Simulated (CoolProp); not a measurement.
Vapour pressure (bar) of C3F8 (R218): the reference equation beside estimates from Tc = 71.9 °C, pc = 26.40 bar, ω = 0.317. Clausius-Clapeyron is anchored at -17.75 °C with a constant enthalpy of vaporisation of 18.38 kJ/mol.

Computed with CoolProp (reference Helmholtz-energy equation of state, Lemmon 2006). It is a short technical equation, of lower accuracy than the large ones.

| T (°C) | reference | Lee-Kesler | Clausius-Clapeyron | van der Waals | Redlich-Kwong | Soave-Redlich-Kwong | Peng-Robinson |
|---|---|---|---|---|---|---|---|
| -43.45 | 0.7419 | 0.7382 | 0.8454 | 4.077 | 1.490 | 0.7388 | 0.7424 |
| -37.05 | 1.001 | 0.9993 | 1.097 | 4.710 | 1.901 | 0.9990 | 0.9996 |
| -30.65 | 1.327 | 1.327 | (withheld) | 5.403 | 2.389 | 1.326 | 1.322 |
| -24.15 | 1.735 | 1.739 | 1.782 | 6.173 | 2.971 | 1.738 | 1.728 |
| -17.75 | 2.226 | 2.235 | 2.226 | 6.997 | 3.637 | 2.234 | 2.216 |
| -11.35 | 2.816 | 2.830 | 2.751 | 7.889 | 4.403 | 2.832 | 2.804 |
| -4.95 | 3.518 | 3.537 | 3.364 | 8.850 | 5.274 | 3.545 | 3.504 |
| 1.45 | 4.344 | 4.368 | 4.077 | (withheld) | 6.259 | 4.386 | 4.331 |
| 7.95 | 5.323 | 5.353 | 4.911 | 11.01 | 7.383 | 5.386 | 5.315 |
| 14.35 | 6.440 | 6.475 | 5.850 | 12.19 | 8.617 | 6.529 | 6.440 |
| 20.75 | 7.723 | 7.763 | 6.916 | 13.45 | 9.984 | 7.843 | (withheld) |
| 27.15 | 9.188 | 9.234 | 8.119 | 14.78 | 11.49 | 9.344 | 9.223 |
| 33.55 | 10.85 | 10.90 | 9.466 | 16.20 | 13.14 | 11.05 | 10.91 |

Q: Complete the blanks.

A: 
- -30.65, Clausius-Clapeyron: 1.405
- 1.45, van der Waals: 9.883
- 20.75, Peng-Robinson: 7.738

Absolute difference from the reference over all 13 rows, mean and median: Lee-Kesler 0.4 and 0.5 %, Clausius-Clapeyron 7.4 and 7.7 %, van der Waals 187.5 and 151.6 %, Redlich-Kwong 54.1 and 49.9 %, Soave-Redlich-Kwong 0.9 and 0.8 %, Peng-Robinson 0.3 and 0.4 %.
